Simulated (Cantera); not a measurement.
Charge: 1 mol Zr, 0.011 mol H2O, 160 mol H2, 17 mol N2O, equilibrated at 54.0 Torr.

Equilibrium computed with Cantera from the NASA thermochemical tables; the gas is ideal and each condensed phase is pure. Candidate condensed phases: H2O, Zr, ZrN, ZrO2; 28 gas species. Rates play no part.

log p: log10 of the partial pressure in bar; n: condensed amount in mol.

| T (K) | log p H2 | log p H | log p N2 | log p H2O | log p OH | log p O | n ZrO2(monoclinic) | n ZrO2(tetragonal) |
|---|---|---|---|---|---|---|---|---|
| 1400 | -1.23 | -5.93 | -2.16 | -2.21 | -8.61 | <-13 | 1.00 | 0 |
| 1500 | -1.23 | -5.37 | -2.16 | -2.21 | -7.90 | ? | 0 | 1.00 |
| 1600 | -1.23 | -4.88 | -2.16 | -2.21 | -7.27 | ? | 0 | 1.00 |
| 1700 | -1.23 | -4.45 | -2.16 | -2.21 | -6.72 | ? | 0 | 1.00 |
| 1800 | -1.23 | -4.06 | -2.16 | -2.21 | -6.23 | ? | 0 | 1.00 |
| 1900 | -1.23 | -3.72 | -2.16 | -2.21 | -5.79 | ? | 0 | 1.00 |
| 2000 | -1.23 | -3.40 | -2.16 | -2.22 | -5.39 | ? | 0 | 1.00 |
| 2100 | -1.23 | -3.12 | -2.16 | -2.22 | -5.03 | ? | 0 | 1.000 |
| 2200 | -1.24 | -2.87 | -2.16 | -2.22 | -4.71 | ? | 0 | 1.000 |
| 2300 | -1.25 | -2.64 | -2.17 | -2.22 | -4.41 | ? | 0 | 1.000 |
| 2400 | -1.26 | -2.43 | -2.17 | -2.23 | -4.14 | ? | 0 | 1.000 |
| 2500 | -1.27 | -2.23 | -2.18 | -2.24 | -3.89 | ? | 0 | 0.999 |
| 2600 | -1.29 | -2.06 | -2.19 | -2.26 | -3.67 | ? | 0 | 0.996 |

### Question
Some entries are withheld; supply them.

### Answer

- 1500, log p O: -12.10
- 1600, log p O: -11.00
- 1700, log p O: -10.03
- 1800, log p O: -9.17
- 1900, log p O: -8.39
- 2000, log p O: -7.70
- 2100, log p O: -7.07
- 2200, log p O: -6.49
- 2300, log p O: -5.97
- 2400, log p O: -5.48
- 2500, log p O: -5.04
- 2600, log p O: -4.63
